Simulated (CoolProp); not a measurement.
R1224YDZ along the isotherm 391.6 K: density (kg/m³) from the reference equation and from simpler models built on Tc = 428.7 K, pc = 3.334 MPa, ω = 0.325; each cubic takes its own stable root.

The numbers come from the reference Helmholtz-energy equation of state, Akasaka 2023 in CoolProp.

```tsv
p (MPa)	phase	reference
0.0264	gas	1.208
0.06	gas	2.760
0.137	gas	6.374
0.311	gas	14.86
0.707	gas	36.23
1.61	gas	105.8
3.66	liquid	1063
8.34	liquid	1120
```

How far does each simpler model (van der Waals, Redlich-Kwong, Soave-Redlich-Kwong, Peng-Robinson) lie from the reference over these 8 states: mean and median of the absolute difference, and the worst?


- van der Waals: mean 11.0 %, median 1.9 %, worst -38.5 % at 391.6 K and 3.66 MPa
- Redlich-Kwong: mean 4.9 %, median 0.7 %, worst -18.5 % at 391.6 K and 3.66 MPa
- Soave-Redlich-Kwong: mean 3.6 %, median 0.3 %, worst -14.5 % at 391.6 K and 3.66 MPa
- Peng-Robinson: mean 0.6 %, median 0.2 %, worst -3.5 % at 391.6 K and 3.66 MPa
